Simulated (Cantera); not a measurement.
Input: 1 mol Fe2O3, 3 mol CH4, 0.39 mol N2, at 1673.15 K and 2.60 mbar.

Cantera equilibrium calculation (NASA polynomials, part measured and part estimated; ideal gas, pure solids and liquids). Candidate condensed phases: C, C6H6, C7H8, C8H18, Fe, Fe(CO)5, FeO, Fe(OH)2, Fe(OH)3, Fe2O3, Fe3O4, H2O; 140 gas species. Kinetics and transport are ignored.

Base state: H2 0.637, CO 0.319, N2 0.0414, H 0.00178, Fe 0.00155, HCN 1.30e-5, H2O 1.17e-5 (mole fractions); condensed: Fe(δ).

**Question.** What changes in the equilibrium state with this change: temperature from 1673.15 K to 1823 K?

**Answer.** 
```
species      before    after
----------  -------  -------
H2            0.637    0.623
CO            0.319    0.313
N2           0.0414   0.0407
Fe          0.00155   0.0157
H           0.00178  0.00671
HCN         1.30e-5  1.24e-5
Fe(δ), mol     1.99        0
Fe(l), mol        0     1.85
```
